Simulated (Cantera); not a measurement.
A Cantera script and what it prints.

```python
import numpy as np
import cantera as ct

gas_names = """
    F FO FO2 F2 F2O H HF HOF HO2 H2 H2F2 H2O H2O2 H3F3 H4F4 H5F5 H6F6 H7F7 O OH O2 O3
""".split()
cond_names = """
    H2O(s) H2O(L)
""".split()


# ... load() reads the species with a 1 bar reference pressure and builds the phases ...
atoms = {
    'HF': {'H': 1, 'F': 1},
    'H2O': {'H': 2, 'O': 1},
    'O2': {'O': 2},
}
top_T = {}  # K; cautious upper limits of use, not melting points


# ... equilibrate(T, P, feed) seeds the gas with the atoms and calls Mixture.equilibrate('TP', solver="vcs", rtol=1e-11, max_steps=5000) ...
results = []
feed = {'HF': 1, 'H2O': 1.2, 'O2': 0.088}  # mol
P = 1333.22  # Pa
for T in [2198, 2248, 2298, 2348, 2398, 2448, 2498, 2548, 2598, 2648, 2698]:
    mix = equilibrate(T, P, feed)
    results.append((T, P, feed, dict(zip(mix.species_names, mix.species_moles))))

top = {s: max(r[3][s] / sum(r[3][g] for g in gas_names) for r in results) for s in gas_names}
cols = sorted((s for s in top if top[s] > 0.0001), key=lambda s: -top[s])[:5]
seen = [c for c in cond_names if any(r[3].get(c, 0) > 1e-12 for r in results)]
print("log10 of partial pressures in bar; condensed amounts in mol")
print(f"{'T/K':>10s}" + "".join(f"{s[:9]:>10s}" for s in cols + seen))
for T, P, feed, n in results:
    ng = sum(n[g] for g in gas_names)
    print(f"{T:10.4g}" + "".join(f"{np.log10(max(n[s] / ng * P / 1e5, 1e-99)):10.3f}" for s in cols)
          + "".join(f"{n.get(c, 0):10.4g}" for c in seen))
```

Result:

```
log10 of partial pressures in bar; condensed amounts in mol
       T/K       H2O        HF         H        H2        OH
      2198    -2.198    -2.245    -4.017    -3.525    -3.547
      2248    -2.212    -2.249    -3.841    -3.414    -3.463
      2298    -2.229    -2.254    -3.676    -3.314    -3.385
      2348    -2.250    -2.259    -3.520    -3.224    -3.312
      2398    -2.276    -2.266    -3.374    -3.144    -3.244
      2448    -2.308    -2.275    -3.238    -3.074    -3.182
      2498    -2.346    -2.285    -3.110    -3.014    -3.127
      2548    -2.392    -2.298    -2.992    -2.964    -3.080
      2598    -2.447    -2.312    -2.882    -2.924    -3.040
      2648    -2.511    -2.328    -2.780    -2.896    -3.010
      2698    -2.587    -2.346    -2.688    -2.879    -2.989
```

Equilibrium computed with Cantera from the NASA thermochemical tables; the gas is ideal and each condensed phase is pure.
